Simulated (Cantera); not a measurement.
Input (Python, Cantera) and output of one run.

```python
import numpy as np
import cantera as ct

gas_names = """
    F F2 H HF H2 H2F2 H3F3 H4F4 H5F5 H6F6 H7F7 N NF NF2 NF3 NH NH2 NH3 N2 N2H2 N2H4 Si SiF SiF2 SiF3
    SiF4 SiH SiHF3 SiH2 SiH2F2 SiH3 SiH3F SiH4 SiN Si2 Si2N Si3
""".split()
cond_names = """
    Si(cr) Si(L) Si3N4(a)
""".split()


# ... load() reads the species with a 1 bar reference pressure and builds the phases ...
atoms = {
    'Si': {'Si': 1},
    'HF': {'H': 1, 'F': 1},
    'N2': {'N': 2},
}
top_T = {'Si3N4(a)': 2400}  # K; cautious upper limits of use, not melting points


# ... equilibrate(T, P, feed) seeds the gas with the atoms and calls Mixture.equilibrate('TP', solver="vcs", rtol=1e-11, max_steps=5000) ...
results = []
feed = {'Si': 1, 'HF': 6.2, 'N2': 0.97}  # mol
T = 1448  # K
P = 1000  # Pa
mix = equilibrate(T, P, feed)
results.append((T, P, feed, dict(zip(mix.species_names, mix.species_moles))))
print(gas.report(threshold=0.0001))
for i in range(1, mix.n_phases):
    print(f"{mix.phase(i).name:16s} {mix.phase_moles(i):12.5e} mol")
```

Output:

```
       temperature   1448 K
          pressure   1000 Pa
           density   0.0024132 kg/m^3
  mean mol. weight   29.053 kg/kmol
   phase of matter   gas

                          1 kg             1 kmol
                     ---------------   ---------------
          enthalpy       -1.0714e+07       -3.1127e+08  J
   internal energy       -1.1128e+07       -3.2331e+08  J
           entropy             10094        2.9325e+05  J/K
    Gibbs function       -2.5329e+07       -7.3589e+08  J
 heat capacity c_p            1525.2             44311  J/K
 heat capacity c_v              1239             35997  J/K

                      mass frac. Y      mole frac. X     chem. pot. / RT
                     ---------------   ---------------   ---------------
                HF           0.24579           0.35694           -51.954
                H2          0.022468            0.3238           -24.233
                N2           0.15156           0.15718            -32.36
              SiF3         0.0011886        0.00040587           -143.23
              SiF4           0.57885           0.16158           -183.07
     [  +32 minor]         0.0001481        0.00010202

Si(cr)            0.00000e+00 mol
Si3N4(a)          0.00000e+00 mol
```

Cantera equilibrium calculation (NASA polynomials, part measured and part estimated; ideal gas, pure solids and liquids). The tables' values for SiF3 are old estimates; treat these amounts as uncertain.
